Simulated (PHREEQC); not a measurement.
Make-up at 25 °C: 0.096 mol ZnSO4, 0.062 mol H3AsO4 and 0.019 mol NaH2PO4 per kg of water. Closed to the air; pH follows from the charge balance.

Computed with PHREEQC (ion-association model, wateq4f.dat).

This is a speciation only: nothing precipitates in the calculation.

Question: Estimate the pH.

Answer: pH 2.09.

Question: In which forms is P present?

Answer: H2PO4- 54 %, H3PO4 46 % of the P.

H3PO4, which wateq4f.dat lacks, is added to it with the constant of phreeqc.dat. The database has no phosphate complexes of Zn. The database has no arsenate complexes of Zn.
